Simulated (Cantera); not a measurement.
Feed: 1 mol MgO, 3.5 mol H₂, held at 10.0 Torr.

Cantera equilibrium calculation (NASA polynomials, part measured and part estimated; ideal gas, pure solids and liquids). Candidate condensed phases: H₂O, Mg, MgO, Mg(OH)₂; 15 gas species. The tables' values for MgH are old estimates; treat these amounts as uncertain. Kinetics and transport are ignored.

x: gas mole fraction; n: condensed amount in mol.

```tsv
T (°C)	x H₂	x H₂O	x Mg	x H	n MgO(s)
1327	0.998	0.000921	0.000919	0.000470	0.997
1352	0.997	…	…	…	0.996
1377	0.996	0.00159	0.00159	0.000785	0.994
1402	0.995	…	…	…	0.993
1427	0.993	0.00266	0.00266	0.00127	0.991
1452	0.992	0.00340	0.00340	0.00160	0.988
1477	0.989	0.00432	0.00431	0.00200	0.985
1502	0.987	0.00544	0.00543	0.00249	0.981
1527	0.983	0.00680	0.00680	0.00307	0.976
1552	0.979	0.00845	0.00844	0.00377	0.970
1577	0.975	0.0104	0.0104	0.00461	0.963
1602	0.969	0.0128	0.0128	0.00559	0.954
1627	0.962	0.0156	0.0156	0.00674	0.944
```

Question: What belongs in the gaps?

Answer: 
- 1402, x H₂O: 0.00207
- 1402, x Mg: 0.00207
- 1402, x H: 0.00100
- 1352, x H₂O: 0.00122
- 1352, x Mg: 0.00121
- 1352, x H: 0.000610
